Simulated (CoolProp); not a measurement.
A Linde-Hampson liquefier for normal hydrogen: isothermal reversible compression at 250 K from 1 atm to 10 MPa, throttling to 1 atm, return gas leaving the recuperator 10 K below the feed. Each further row changes one setting.

Model: reference Helmholtz-energy equation of state, Leachman 2009, in CoolProp.

| case | compression work (kJ/kg of gas) |
|---|---|
| as stated | 4800 |
| high pressure 20 MPa | 5590 |
| warm-end temperature 280 K | 5370 |
| warm-end gap 15 K | 4800 |
